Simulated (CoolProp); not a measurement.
Model: reference Helmholtz-energy equation of state, Lemmon 2016, in CoolProp.

**Question.** For R227EA, give the phase and the Joule-Thomson coefficient (K/MPa) at 406.2 K and 7.19 bar; 466.3 K and 0.583 bar.

**Answer.** 
- 406.2 K and 7.19 bar: gas; Joule-Thomson coefficient 7.12
- 466.3 K and 0.583 bar: gas; Joule-Thomson coefficient 4.61
